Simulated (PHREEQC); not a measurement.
Dissolve 0.025 mol NiSO4, 0.21 mol Na2SO4 and 0.013 mol HCl per kg of water at 31 °C. Closed to the air; pH follows from the charge balance.

All values are PHREEQC results (ion-association model, wateq4f.dat), not measurements.

```
quantity                         before    after
-------------------------------  ------  -------
pH                                 2.69     9.17
ionic strength (mol/kgw)          0.546    0.649
Na+ (mol/kgw)                     0.362    0.358
SO4-2 (mol/kgw)                   0.152    0.157
NaSO4- (mol/kgw)                 0.0576   0.0554
HSO4- (mol/kgw)                  0.0103  3.34e-9
SI of Mirabilite (Na2SO4:10H2O)   -1.92    -1.96
SI of Halite (NaCl)               -4.27    -4.29
```

**Question.** Which change was made?
A) temperature from 31 to 20 °C
B) diluted 10-fold with water
C) NiSO4 left out
D) 0.067 mol/kgw K2CO3 added

**Answer.** D, 0.067 mol/kgw K2CO3 added

No solid was allowed to form. Some of these states are supersaturated (in Ni(OH)2, for instance). The database's nickel carbonate constants are estimates that later reviews lower a good deal.
